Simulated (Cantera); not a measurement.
A closed system holds: 1 mol Ti(OiPr)₄, 0.14 mol C₃H₈, 0.0009 mol H₂O, at 13000 Pa.

These are equilibrium values from Cantera (NASA tables, ideal gas, pure condensed phases), not measurements of a reactor. Candidate condensed phases: C, C₆H₆, C₇H₈, C₈H₁₈, H₂O, Ti, TiC, TiO, TiO₂, Ti₂O₃, Ti₃O₅, Ti₄O₇; 113 gas species. The feed counts by its element totals alone. TiC: taken at fixed stoichiometry. Condensed phases not in the tables: Magnéli phases beyond Ti₄O₇. Equilibrium is a limit: real reactors are often held back by kinetics, nucleation or transport.

x: gas mole fraction; n: condensed amount in mol.

```csv
T (K),x H₂,x CO,x H,x C₂H₂ (acetylene),x CH₄,x H₂O,x CO₂,n C(graphite),n Ti₄O₇(s),n Ti₃O₅(s),n TiC(s)
1198,0.864,0.134,4.90e-7,8.55e-8,0.00156,0.000399,4.52e-5,10.2,0.250,0,0
1298,0.861,0.138,2.76e-6,4.81e-7,0.000768,0.000144,1.31e-5,10.1,0,0.333,0
1398,0.784,0.216,___,___,___,___,___,7.41,0,0,1.00
1498,0.784,0.216,4.22e-5,6.91e-6,0.000207,3.83e-5,4.08e-6,7.42,0,0,1.00
1598,0.784,0.216,0.000131,2.11e-5,0.000132,1.94e-5,1.78e-6,7.42,0,0,1.00
1698,0.784,0.216,0.000355,5.65e-5,8.82e-5,1.07e-5,8.64e-7,7.42,0,0,1.00
1798,0.783,0.215,0.000864,0.000135,6.18e-5,6.32e-6,4.56e-7,7.41,0,0,1.00
1898,0.782,0.215,0.00192,0.000294,4.50e-5,3.94e-6,2.58e-7,7.41,0,0,1.00
1998,0.780,0.215,0.00393,0.000592,3.38e-5,2.58e-6,1.55e-7,7.40,0,0,1.00
2098,0.777,0.215,___,___,___,___,___,7.38,0,0,1.000
2198,0.770,0.214,0.0136,0.00195,2.04e-5,1.23e-6,6.48e-8,7.35,0,0,1.000
```

Q: Fill in the missing entries.

A: 
- 1398, x H: 1.16e-5
- 1398, x C₂H₂ (acetylene): 1.92e-6
- 1398, x CH₄: 0.000349
- 1398, x H₂O: 8.32e-5
- 1398, x CO₂: 1.06e-5
- 2098, x H: 0.00752
- 2098, x C₂H₂ (acetylene): 0.00111
- 2098, x CH₄: 2.60e-5
- 2098, x H₂O: 1.75e-6
- 2098, x CO₂: 9.82e-8
